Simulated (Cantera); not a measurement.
Cantera run:

```python
import numpy as np
import cantera as ct

gas_names = [...]  # 118 gases of nasa_gas.yaml made of C, Cl, F, H
cond_names = """
    C(gr) C6H6(L) C7H8(L) C8H18(L),n-octa
""".split()


# ... load() reads the species with a 1 bar reference pressure and builds the phases ...
atoms = {
    'CH3Cl': {'C': 1, 'H': 3, 'CL': 1},
    'F2': {'F': 2},
}
top_T = {'C(gr)': 4500}  # K; cautious upper limits of use, not melting points


# ... equilibrate(T, P, feed) seeds the gas with the atoms and calls Mixture.equilibrate('TP', solver="vcs", rtol=1e-11, max_steps=5000) ...
results = []
T = 2300  # K
P = 13332.2  # Pa
for m in [0.2, 0.33, 0.47, 0.6, 0.74, 0.87, 1, 1.1]:
    feed = {'CH3Cl': 1, 'F2': m}  # mol
    mix = equilibrate(T, P, feed)
    results.append((T, P, feed, dict(zip(mix.species_names, mix.species_moles))))

top = {s: max(r[3][s] / sum(r[3][g] for g in gas_names) for r in results) for s in gas_names}
cols = sorted((s for s in top if top[s] > 1e-05), key=lambda s: -top[s])[:6]
seen = [c for c in cond_names if any(r[3].get(c, 0) > 1e-12 for r in results)]
print("log10 of partial pressures in bar; condensed amounts in mol")
print(f"{'n(F2)':>10s}" + "".join(f"{s[:9]:>10s}" for s in cols + seen))
for T, P, feed, n in results:
    ng = sum(n[g] for g in gas_names)
    print(f"{feed['F2']:10.4g}" + "".join(f"{np.log10(max(n[s] / ng * P / 1e5, 1e-99)):10.3f}" for s in cols)
          + "".join(f"{n.get(c, 0):10.4g}" for c in seen))
```

Result:

```
log10 of partial pressures in bar; condensed amounts in mol
     n(F2)        HF       HCL        H2        CL         H C2H2,acet     C(gr)
       0.2    -1.622    -1.238    -1.324    -2.733    -2.676    -3.688     0.993
      0.33    -1.429    -1.264    -1.424    -2.709    -2.726    -3.788    0.9941
      0.47    -1.301    -1.292    -1.548    -2.675    -2.788    -3.912    0.9953
       0.6    -1.217    -1.317    -1.686    -2.631    -2.857    -4.050    0.9964
      0.74    -1.149    -1.345    -1.878    -2.562    -2.953    -4.243    0.9975
      0.87    -1.100    -1.374    -2.140    -2.461    -3.084    -4.505    0.9985
         1    -1.061    -1.419    -2.611    -2.271    -3.320    -4.975    0.9994
       1.1    -1.041    -1.497    -3.264    -2.022    -3.646    -5.628    0.9998
```

Equilibrium computed with Cantera from the NASA thermochemical tables; the gas is ideal and each condensed phase is pure.
